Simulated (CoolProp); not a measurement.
Model: reference Helmholtz-energy equation of state, Thol 2017, in CoolProp.

Question: For octamethyltrisiloxane (MDM), give the phase and the density (kg/m³), cp (kJ/(kg K)), cv (kJ/(kg K)), speed of sound (m/s) at 248.5 K and 0.023 MPa.

Answer: 
- 248.5 K and 0.023 MPa: liquid; density 864, cp 1.69, cv 1.38, speed of sound 1090
